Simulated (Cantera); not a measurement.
**NO annealing gas**

An isothermal, constant-pressure homogeneous reactor starts with NO : N2 = 1 : 0.58 (molar parts), at 1600 K and 0.799 atm.

Computed with Cantera and GRI-Mech 3.0 (53 species, 325 reactions).

```json
[
 {"t (s)": "2.00e-5", "x NO": "0.633", "x NO2": "9.67e-8", "x N2O": "2.00e-7", "x O": "1.03e-7", "x N2": "0.367", "x O2": "9.11e-11"},
 {"t (s)": "5.34e-5", "x NO": "0.633", "x NO2": "4.03e-7", "x N2O": "5.33e-7", "x O": "1.31e-7", "x N2": "0.367", "x O2": "4.03e-10"},
 {"t (s)": "0.000143", "x NO": "0.633", "x NO2": "1.29e-6", "x N2O": "1.42e-6", "x O": "1.37e-7", "x N2": "0.367", "x O2": "1.51e-9"},
 {"t (s)": "0.000381", "x NO": "0.633", "x NO2": "3.70e-6", "x N2O": "3.76e-6", "x O": "1.47e-7", "x N2": "0.367", "x O2": "6.08e-9"},
 {"t (s)": "0.00102", "x NO": "0.633", "x NO2": "1.03e-5", "x N2O": "9.81e-6", "x O": "1.74e-7", "x N2": "0.367", "x O2": "3.18e-8"},
 {"t (s)": "0.00271", "x NO": "0.633", "x NO2": "2.88e-5", "x N2O": "2.47e-5", "x O": "2.46e-7", "x N2": "0.367", "x O2": "2.41e-7"},
 {"t (s)": "0.00724", "x NO": "0.633", "x NO2": "8.22e-5", "x N2O": "5.70e-5", "x O": "4.38e-7", "x N2": "0.367", "x O2": "2.65e-6"},
 {"t (s)": "0.0193", "x NO": "0.632", "x NO2": "0.000210", "x N2O": "0.000107", "x O": "8.50e-7", "x N2": "0.367", "x O2": "3.51e-5"},
 {"t (s)": "0.0516", "x NO": "0.632", "x NO2": "0.000323", "x N2O": "0.000141", "x O": "1.19e-6", "x N2": "0.368", "x O2": "0.000285"},
 {"t (s)": "0.138", "x NO": "0.630", "x NO2": "0.000359", "x N2O": "0.000144", "x O": "1.31e-6", "x N2": "0.368", "x O2": "0.00113"},
 {"t (s)": "0.368", "x NO": "0.625", "x NO2": "0.000423", "x N2O": "0.000142", "x O": "1.52e-6", "x N2": "0.371", "x O2": "0.00337"},
 {"t (s)": "0.982", "x NO": "0.613", "x NO2": "0.000550", "x N2O": "0.000136", "x O": "1.97e-6", "x N2": "0.377", "x O2": "0.00925"},
 {"t (s)": "2.62", "x NO": "0.584", "x NO2": "0.000758", "x N2O": "0.000122", "x O": "2.79e-6", "x N2": "0.392", "x O2": "0.0240"},
 {"t (s)": "7.00", "x NO": "0.516", "x NO2": "0.000995", "x N2O": "9.50e-5", "x O": "4.07e-6", "x N2": "0.425", "x O2": "0.0575"}
]
```
x: mole fraction; the columns are a selection and need not sum to one.

Equilibrium at this temperature and pressure: NO 0.00222, NO2 9.82e-6, N2O 1.11e-7, O 9.11e-6, N2 0.682, O2 0.315 (gas phase only).
